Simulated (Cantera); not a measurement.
A Cantera script and what it prints.

```python
import numpy as np
import cantera as ct

gas_names = """
    CL CLO CL2 H HCL HOCL HO2 H2 H2O H2O2 O OH O2 O3 Si SiCL SiCL2 SiCL3 SiCL4 SiH SiHCL3 SiH2 SiH2CL2
    SiH3 SiH3CL SiH4 SiO SiO2 Si2 Si3
""".split()
cond_names = """
    H2O(s) H2O(L) Si(cr) Si(L) SiO2(Lqz) SiO2(hqz) SiO2(L)
""".split()


# ... load() reads the species with a 1 bar reference pressure and builds the phases ...
atoms = {
    'SiCl4': {'Si': 1, 'CL': 4},
    'H2O': {'H': 2, 'O': 1},
    'H2': {'H': 2},
}
top_T = {}  # K; cautious upper limits of use, not melting points


# ... equilibrate(T, P, feed) seeds the gas with the atoms and calls Mixture.equilibrate('TP', solver="vcs", rtol=1e-11, max_steps=5000) ...
results = []
T = 1173  # K
P = 7.9  # Pa
for m in [6.6, 8.4, 11, 14, 18, 22, 29, 37, 47, 60]:
    feed = {'SiCl4': 1, 'H2O': 3, 'H2': m}  # mol
    mix = equilibrate(T, P, feed)
    results.append((T, P, feed, dict(zip(mix.species_names, mix.species_moles))))

top = {s: max(r[3][s] / sum(r[3][g] for g in gas_names) for r in results) for s in gas_names}
cols = sorted((s for s in top if top[s] > 1e-05), key=lambda s: -top[s])[:6]
seen = [c for c in cond_names if any(r[3].get(c, 0) > 1e-12 for r in results)]
print("log10 of partial pressures in bar; condensed amounts in mol")
print(f"{'n(H2)':>10s}" + "".join(f"{s[:9]:>10s}" for s in cols + seen))
for T, P, feed, n in results:
    ng = sum(n[g] for g in gas_names)
    print(f"{feed['H2']:10.4g}" + "".join(f"{np.log10(max(n[s] / ng * P / 1e5, 1e-99)):10.3f}" for s in cols)
          + "".join(f"{n.get(c, 0):10.4g}" for c in seen))
```

Output:

```
log10 of partial pressures in bar; condensed amounts in mol
     n(H2)        H2       HCL       H2O         H SiO2(hqz)
       6.6    -4.347    -4.565    -5.167    -9.102         1
       8.4    -4.305    -4.627    -5.229    -9.081         1
        11    -4.265    -4.704    -5.306    -9.061         1
        14    -4.235    -4.779    -5.381    -9.046         1
        18    -4.209    -4.862    -5.464    -9.033         1
        22    -4.191    -4.932    -5.534    -9.024         1
        29    -4.171    -5.032    -5.634    -9.014         1
        37    -4.157    -5.124    -5.726    -9.007         1
        47    -4.146    -5.216    -5.818    -9.002         1
        60    -4.137    -5.313    -5.915    -8.997         1
```

Equilibrium computed with Cantera from the NASA thermochemical tables; the gas is ideal and each condensed phase is pure. The tables hold silica as quartz up to 1696 K and as liquid above; real silica turns to tridymite and cristobalite and melts near 1996 K.
